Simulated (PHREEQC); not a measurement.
**Acid rinse or clean (model solution)**

A solution holds 20 mmol/kgw H2SO4, 69 mmol/kgw CuSO4 and 36 mmol/kgw MgCl2, at 80 °C. Closed to the air; pH follows from the charge balance.

Computed with PHREEQC (ion-association model, phreeqc.dat).

Precipitation was switched off in this run.

Problem. Estimate the pH.

Solution. pH 2.06.

Problem. In which forms is Mg present?

Solution. MgSO4 57 %, Mg+2 43 % of the Mg.

Constants without temperature data keep their 25 °C values here.
